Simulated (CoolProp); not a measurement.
A simple Rankine cycle with R227EA: condensing at 301.15 K, boiler at 2.08 MPa, turbine inlet 373.3 K, turbine efficiency 0.7, pump efficiency 0.6, no recuperator. Each further row changes one setting.

The numbers come from the reference Helmholtz-energy equation of state, Lemmon 2016 in CoolProp.

| case | thermal efficiency (%) | net work (kJ/kg) | heat in (kJ/kg) | turbine exit temperature (K) | volume ratio over the turbine |
|---|---|---|---|---|---|
| as stated | 7.7 | 12.0 | 156 | 338.6 | [?] |
| turbine inlet 393.3 K | 7.7 | [?] | 179 | 361.9 | 4.71 |
| condensing temperature 293.15 K | 8.8 | 14.5 | 165 | [?] | 6.52 |
| boiler pressure 1.46 MPa | 6.2 | [?] | 165 | 350.7 | [?] |
| turbine efficiency 0.6 | 6.4 | 10.0 | 156 | [?] | [?] |

Task: Complete the blanks.

Result: 
- as stated, volume ratio over the turbine: 5.06
- turbine inlet 393.3 K, net work (kJ/kg): 13.7
- condensing temperature 293.15 K, turbine exit temperature (K): 334.3
- boiler pressure 1.46 MPa, net work (kJ/kg): 10.3
- boiler pressure 1.46 MPa, volume ratio over the turbine: 3.18
- turbine efficiency 0.6, turbine exit temperature (K): 340.8
- turbine efficiency 0.6, volume ratio over the turbine: 5.10
